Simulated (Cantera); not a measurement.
Charge: 1 mol Si, 1.7 mol CO₂, 100 mol H₂, equilibrated at 1275 K and 10.0 Torr.

Method: chemical equilibrium by Gibbs-energy minimisation in Cantera with the NASA 1993 tables (ideal gas, pure condensed phases). Candidate condensed phases: C, C₆H₆, C₇H₈, C₈H₁₈, H₂O, Si, SiC, SiO₂; 123 gas species. Mutual solubility and eutectic melting of coexisting phases are not modelled. The tables hold silica as quartz up to 1696 K and as liquid above; real silica turns to tridymite and cristobalite and melts near 1996 K. Equilibrium is a limit: real reactors are often held back by kinetics, nucleation or transport.

**Question.** What is the equilibrium state?

**Answer.** 
```
Item                                         Value
--------------------------------------  ----------
x(H₂)                                        0.984
x(CO)                                       0.0157
x(CH₄)                                     8.97e-5
x(SiO)                                     1.80e-5
x(H)                                       6.33e-6
x(H₂O)                                     3.20e-6
n(SiC(s))                               0.0964 mol
n(SiO₂(β-quartz))                        0.902 mol
gas amount                               101.6 mol
log10 activity of C(graphite) (absent)       -0.13
log10 activity of Si(s) (absent)             -2.46
```
